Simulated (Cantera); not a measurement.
# Stirred combustor or abatement burner

A perfectly stirred reactor is fed with CO : H2 : O2 : N2 = 1 : 1.1 : 0.955 : 3.59 (molar parts), at 5.00 bar; it is adiabatic with a 548 K inlet, and is followed from long to short residence time, starting on the burning branch (τ in s: 0.03, 0.013, 0.0054, 0.0023, 0.00099, 0.00042, 0.00018, 7.7e-05, 3.3e-05, 1.4e-05).

Cantera simulation using GRI-Mech 3.0 (53 species, 325 reactions); the numbers are that mechanism's predictions, not measurements. The hydrogen kinetics of GRI-Mech 3.0 are dated; newer H2 mechanisms differ, most at raised pressure.

```csv
τ (s),T (K),x CO,x H2,x O2,x H2O,x H,x OH
0.030,2563,0.0420,0.00892,0.00564,0.178,0.00146,0.00646
0.013,2560,0.0423,0.00899,0.00592,0.178,0.00151,0.00660
0.0054,2553,0.0430,0.00918,0.00654,0.177,0.00163,0.00692
0.0023,2537,0.0444,0.00959,0.00769,0.176,0.00188,0.00749
0.00099,2506,0.0471,0.0104,0.00960,0.174,0.00239,0.00839
0.00042,2452,0.0516,0.0118,0.0125,0.171,0.00339,0.00968
0.00018,2371,0.0575,0.0138,0.0163,0.166,0.00519,0.0111
7.7e-5,2264,0.0645,0.0165,0.0210,0.160,0.00820,0.0124
3.3e-5,2133,0.0721,0.0194,0.0264,0.152,0.0127,0.0131
1.4e-5,1971,0.0817,0.0225,0.0334,0.144,0.0187,0.0126
```
x: mole fraction; the columns are a selection and need not sum to one.
